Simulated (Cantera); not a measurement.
## Hydrocarbon pyrolysis for carbon deposition

An isothermal, constant-pressure homogeneous reactor starts with 31.2 % CH4, 68.8 % H2, at 1675 K and 0.00543 atm.

Detailed kinetics in Cantera: GRI-Mech 3.0 (53 species, 325 reactions). GRI-Mech 3.0 stops at C3 and has no aromatics, soot or wall deposition, so with more carbon than oxygen in the feed, carbon stays in small species such as C2H2 where larger ones or solid carbon would form. Radical loss at walls, strong at low pressure, is not modelled.

```tsv
t (s)	x CH4	x H2	x C2H2	x CH3	x C2H6	x CH2	x C2H4
0.000600	0.312	0.688	3.29e-12	3.02e-5	8.59e-10	1.17e-10	2.88e-9
0.00191	0.312	0.688	4.58e-10	9.69e-5	2.68e-8	1.38e-9	1.12e-7
0.00607	0.312	0.688	5.97e-8	0.000309	6.09e-7	1.41e-8	3.78e-6
0.0193	0.311	0.688	9.11e-6	0.000986	8.75e-6	1.33e-7	0.000117
0.0614	0.299	0.694	0.00152	0.00308	7.42e-5	1.04e-6	0.00252
0.195	0.210	0.748	0.0342	0.00341	7.68e-5	1.65e-6	0.00389
0.621	0.0988	0.818	0.0797	0.00180	2.01e-5	1.11e-6	0.000933
1.98	0.0314	0.860	0.107	0.000716	2.72e-6	6.56e-7	0.000143
6.29	0.00698	0.875	0.116	0.000211	1.88e-7	2.94e-7	4.07e-5
20.0	0.00157	0.879	0.118	5.28e-5	1.09e-8	8.67e-8	3.41e-5
```
x: mole fraction; the columns are a selection and need not sum to one.

Equilibrium at this temperature and pressure: CH4 0.000245, H2 0.879, C2H2 0.119, CH3 8.36e-6, C2H6 4.29e-10, CH2 1.42e-8, C2H4 3.38e-5 (gas phase only).
